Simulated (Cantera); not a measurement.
## Silicon epitaxy and polysilicon growth: SiHCl₃ + N₂

Charge: 1 mol SiHCl₃, 52 mol N₂, held at 0.0390 bar.

These are equilibrium values from Cantera (NASA tables, ideal gas, pure condensed phases), not measurements of a reactor. Candidate condensed phases: NH₄Cl, Si, Si₃N₄; 28 gas species. N₂ is the only nitrogen source here; it is nearly inert below about 1500 K, so the nitride shown seldom forms there in practice. The tables' values for SiCl₃, SiCl are old estimates; treat these amounts as uncertain. Rates play no part.

```json
[
 {"T (K)": "898", "x N₂": "0.972", "x SiCl₂": "6.32e-9", "x HCl": "0.0166", "x SiCl₄": "0.00996", "n Si₃N₄(s)": "0.157"},
 {"T (K)": "973", "x N₂": "0.972", "x SiCl₂": "1.17e-7", "x HCl": "0.0169", "x SiCl₄": "0.00989", "n Si₃N₄(s)": "0.158"},
 {"T (K)": "1048", "x N₂": "0.972", "x SiCl₂": "1.41e-6", "x HCl": "0.0171", "x SiCl₄": "0.00981", "n Si₃N₄(s)": "0.159"},
 {"T (K)": "1123", "x N₂": "0.972", "x SiCl₂": "1.21e-5", "x HCl": "0.0172", "x SiCl₄": "0.00971", "n Si₃N₄(s)": "0.159"},
 {"T (K)": "1198", "x N₂": "0.972", "x SiCl₂": "7.81e-5", "x HCl": "0.0174", "x SiCl₄": "0.00950", "n Si₃N₄(s)": "0.158"},
 {"T (K)": "1273", "x N₂": "0.972", "x SiCl₂": "0.000396", "x HCl": "0.0174", "x SiCl₄": "0.00898", "n Si₃N₄(s)": "0.154"},
 {"T (K)": "1348", "x N₂": "0.971", "x SiCl₂": "0.00159", "x HCl": "0.0174", "x SiCl₄": "0.00775", "n Si₃N₄(s)": "0.140"},
 {"T (K)": "1423", "x N₂": "0.969", "x SiCl₂": "0.00487", "x HCl": "0.0172", "x SiCl₄": "0.00535", "n Si₃N₄(s)": "0.105"},
 {"T (K)": "1498", "x N₂": "0.967", "x SiCl₂": "0.0105", "x HCl": "0.0167", "x SiCl₄": "0.00241", "n Si₃N₄(s)": "0.0514"},
 {"T (K)": "1573", "x N₂": "0.965", "x SiCl₂": "0.0157", "x HCl": "0.0155", "x SiCl₄": "0.000655", "n Si₃N₄(s)": "0.00301"},
 {"T (K)": "1648", "x N₂": "0.964", "x SiCl₂": "0.0166", "x HCl": "0.0161", "x SiCl₄": "0.000338", "n Si₃N₄(s)": "0"},
 {"T (K)": "1723", "x N₂": "0.964", "x SiCl₂": "0.0171", "x HCl": "0.0165", "x SiCl₄": "0.000179", "n Si₃N₄(s)": "0"},
 {"T (K)": "1798", "x N₂": "0.963", "x SiCl₂": "0.0175", "x HCl": "0.0166", "x SiCl₄": "8.68e-5", "n Si₃N₄(s)": "0"}
]
```
x: gas mole fraction; n: condensed amount in mol.

From 898 K to 1573 K the condensed part is Si₃N₄(s). From 1648 K to 1798 K nothing is condensed. The main Si-bearing gas is SiCl₄ at 898 K and SiCl₂ at 1798 K.
